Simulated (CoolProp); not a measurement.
Aqueous potassium carbonate as a coolant, 11 % by mass, freezing at -4.0 °C, 1 atm.

Computed with CoolProp (Melinder's fits for secondary coolants).

```
T (°C)  cp (kJ/(kg K))  conductivity (W/(m K))  density (kg/m³)  Prandtl number
------  --------------  ----------------------  ---------------  --------------
2.6              3.624                   0.559             1106            13.1
8.7              3.635                   0.569             1104            10.9
14.7             3.646                   0.579             1102            9.28
20.8             3.657                   0.589             1100            7.95
26.9             3.668                   0.599             1098            6.89
33               3.678                   0.609             1095            6.02
39.1             3.688                   0.620             1092            5.28
```
